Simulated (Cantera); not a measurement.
Input: 1 mol Cu₂O, 150 mol H₂, 2.3 mol N₂, at 2.63 Torr.

Equilibrium computed with Cantera from the NASA thermochemical tables; the gas is ideal and each condensed phase is pure. Candidate condensed phases: Cu, CuO, Cu(OH)₂, Cu₂O, H₂O; 27 gas species. The numbers say what is thermodynamically allowed, not how fast it happens.

log p: log10 of the partial pressure in bar; n: condensed amount in mol.

```csv
T (K),log p H₂,log p N₂,log p Cu,log p H,log p H₂O,log p Cu₂,n Cu(s),n Cu(l)
1348,-2.47,-4.28,-6.33,-6.87,-4.64,-10.22,1.98,0
1423,-2.47,-4.28,-5.68,-6.41,-4.64,-9.32,0,1.91
1498,-2.47,-4.28,___,___,-4.64,___,0,___
1573,-2.47,-4.28,-4.58,-5.63,-4.64,-7.79,0,0.836
1648,-2.47,-4.28,-4.34,-5.29,-4.64,-7.62,0,0
1723,-2.47,-4.28,-4.34,-4.98,-4.65,-7.89,0,0
1798,-2.47,-4.28,-4.34,___,-4.65,___,0,0
1873,-2.48,-4.28,-4.35,-4.43,-4.65,-8.36,0,0
```

Problem. What belongs in the gaps?

Solution. 
- 1498, log p Cu: -5.10
- 1498, log p H: -6.00
- 1498, log p Cu₂: -8.51
- 1498, n Cu(l): 1.65
- 1798, log p H: -4.69
- 1798, log p Cu₂: -8.13
